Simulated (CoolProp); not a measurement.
A simple Rankine cycle with water: condensing at 307.15 K, boiler at 5.19 MPa, turbine inlet 541.4 K, turbine efficiency 0.8, pump efficiency 0.6, no recuperator. Each further row changes one setting.

The numbers come from the reference Helmholtz-energy equation of state, Wagner 2002 in CoolProp.

```
case                             thermal efficiency (%)  net work (kJ/kg)  heat in (kJ/kg)  turbine exit temperature (K)  volume ratio over the turbine
-------------------------------  ----------------------  ----------------  ---------------  ----------------------------  -----------------------------
as stated                                          29.1               771             2650                         307.1                            539
turbine inlet 561.4 K                              29.3               799             2730                         307.1                            509
condensing temperature 299.15 K                    30.1               807             2680                         299.2                            823
boiler pressure 3.63 MPa                           28.1               768             2730                         307.1                            360
turbine efficiency 0.7                             25.4               674             2650                         307.1                            566
```

The expansion ends wet for: as stated; turbine inlet 561.4 K; condensing temperature 299.15 K; boiler pressure 3.63 MPa; turbine efficiency 0.7.
